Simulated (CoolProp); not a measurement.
Model: reference Helmholtz-energy equation of state, Leachman 2009, in CoolProp.

### Question
For normal hydrogen, give the phase and the cv (kJ/(kg K)), Joule-Thomson coefficient (K/MPa), Prandtl number at 36.8 K and 2.03 MPa; 36.8 K and 2.43 MPa.

### Answer
- 36.8 K and 2.03 MPa: supercritical; cv 7.39, Joule-Thomson coefficient 3.77, Prandtl number 2.77
- 36.8 K and 2.43 MPa: supercritical; cv 6.86, Joule-Thomson coefficient 2.06, Prandtl number 2.06

Viscosity comes from a separate model (Muzny 2013). Thermal conductivity comes from a separate model (Assael 2011).
